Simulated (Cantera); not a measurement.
Feed: 1 mol C2H6, 0.16 mol CO2, 1.3 mol N2, 0.054 mol NH3, equilibrated at 21.0 Pa.

Cantera equilibrium calculation (NASA polynomials, part measured and part estimated; ideal gas, pure solids and liquids). Candidate condensed phases: C, C6H6, C7H8, C8H18, H2O; 136 gas species. Rates play no part. All values below are at 1827 °C.

Base state: H2 0.519, N2 0.255, H 0.155, CO 0.0624, HCN 0.00780, C2H2 (acetylene) 0.000749, HNC 0.000527, CN 6.81e-5 (mole fractions); condensed: C(graphite).

Question: What changes in the equilibrium state with this change: N2 from 1.3 to 28 mol?

Answer: 
```json
[
 {"species": "N2", "before": "0.255", "after": "0.864"},
 {"species": "H2", "before": "0.519", "after": "0.0651"},
 {"species": "H", "before": "0.155", "after": "0.0549"},
 {"species": "CO", "before": "0.0624", "after": "0.00990"},
 {"species": "C2H2 (acetylene)", "before": "0.000749", "after": "9.40e-5"},
 {"species": "CN", "before": "6.81e-5", "after": "0.000125"},
 {"species": "HNC", "before": "0.000527", "after": "0.000344"},
 {"species": "HCN", "before": "0.00780", "after": "0.00509"},
 {"species": "C(graphite), mol", "before": "1.79", "after": "1.65"}
]
```
